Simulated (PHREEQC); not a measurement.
3.2 g of hydrous ferric oxide (600 m²/g; 0.2 weak and 0.005 strong sites per Fe, Dzombak-Morel constants, diffuse double layer) in 1 kg of water with 0.01 mol/kgw of an inert sodium salt and 19 mmol/kgw ZnCl2, at 25 °C; the pH is set by adding NaOH or the inert anion's acid. O2 is buffered at 0.21 atm. The system is closed to CO2. No solid was allowed to form.

Computed with PHREEQC (ion-association model, wateq4f.dat).

| pH | Zn sorbed (%) | surface charge σ (C/m²) | surface potential ψ (mV) |
|---|---|---|---|
| 4 | 0.3 | 0.307 | 154 |
| 4.5 | 0.8 | … | 145 |
| 5 | 1.7 | 0.198 | … |
| 5.5 | 5.6 | 0.155 | 121 |
| 6 | … | 0.147 | 119 |
| 6.5 | 21.2 | 0.158 | 123 |
| 7 | … | 0.164 | 126 |
| 7.5 | 27.1 | 0.166 | 127 |
| 8 | 27.5 | 0.162 | 126 |
| 8.5 | 26.7 | 0.143 | 122 |
| 9 | 24.7 | 0.102 | 108 |
| 9.5 | … | … | 84 |
| 10 | 21.1 | … | 57 |
| 10.5 | … | 0.015 | 28 |
| 11 | 19.2 | -0.001 | -3 |
| 11.5 | 18.1 | -0.023 | -37 |
| 12 | 15.6 | -0.069 | -76 |

Question: Some entries are withheld; supply them.

Answer: 
- 4.5, surface charge σ (C/m²): 0.255
- 5, surface potential ψ (mV): 133
- 6, Zn sorbed (%): 14.1
- 7, Zn sorbed (%): 25.3
- 9.5, Zn sorbed (%): 22.6
- 9.5, surface charge σ (C/m²): 0.063
- 10, surface charge σ (C/m²): 0.035
- 10.5, Zn sorbed (%): 20.1

Along this series the solution becomes supersaturated in solids that the run did not let form, among them Zn(OH)2-a, Zn5(OH)8Cl2.
